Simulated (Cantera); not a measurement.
An adiabatic, constant-volume homogeneous reactor starts with CH4 : C2H6 : O2 : N2 : H2O = 1 : 0.037 : 1.52 : 5.72 : 0.61 (molar parts), at 1775 K and 5030 Torr. Integrator tolerance rtol = 1e-08.

Detailed kinetics in Cantera: GRI-Mech 3.0 (53 species, 325 reactions). Above 3000 K some thermodynamic fits are extrapolated.

What does this change do: pressure from 5030 Torr to 3750 Torr?


| quantity | before | after |
|---|---|---|
| time of steepest temperature rise | 16.8 µs | 20.6 µs |
| temperature at 1.00 s | 3106 K | 3080 K |
| equilibrium temperature | 3106 K | 3080 K |
| x(CH4) at 1.00 s | 6.95e-12 (gas-phase equilibrium 8.22e-12) | 4.20e-12 (gas-phase equilibrium 5.00e-12) |
| x(C2H6) at 1.00 s | <1e-12 (gas-phase equilibrium <1e-12) | <1e-12 (gas-phase equilibrium <1e-12) |
| x(O2) at 1.00 s | 0.00317 (gas-phase equilibrium 0.00317) | 0.00350 (gas-phase equilibrium 0.00350) |
| x(HCN) at 1.00 s | 1.25e-7 (gas-phase equilibrium 1.25e-7) | 9.44e-8 (gas-phase equilibrium 9.44e-8) |
| x(NO) at 1.00 s | 0.00573 (gas-phase equilibrium 0.00573) | 0.00585 (gas-phase equilibrium 0.00585) |
| x(H2O2) at 1.00 s | 8.15e-7 (gas-phase equilibrium 8.15e-7) | 7.04e-7 (gas-phase equilibrium 7.04e-7) |

What does this change do: O2 1.52 to 0.86 parts?


| quantity | before | after |
|---|---|---|
| time of steepest temperature rise | 16.8 µs | 34.5 µs |
| temperature at 1.00 s | 3106 K | 2508 K |
| equilibrium temperature | 3106 K | 2508 K |
| x(CH4) at 1.00 s | 6.95e-12 (gas-phase equilibrium 8.22e-12) | 1.39e-9 (gas-phase equilibrium 1.56e-9) |
| x(C2H6) at 1.00 s | <1e-12 (gas-phase equilibrium <1e-12) | <1e-12 (gas-phase equilibrium <1e-12) |
| x(O2) at 1.00 s | 0.00317 (gas-phase equilibrium 0.00317) | 1.87e-6 (gas-phase equilibrium 1.87e-6) |
| x(HCN) at 1.00 s | 1.25e-7 (gas-phase equilibrium 1.25e-7) | 9.96e-7 (gas-phase equilibrium 9.96e-7) |
| x(NO) at 1.00 s | 0.00573 (gas-phase equilibrium 0.00573) | 6.09e-5 (gas-phase equilibrium 6.09e-5) |
| x(H2O2) at 1.00 s | 8.15e-7 (gas-phase equilibrium 8.15e-7) | 3.88e-9 (gas-phase equilibrium 3.88e-9) |
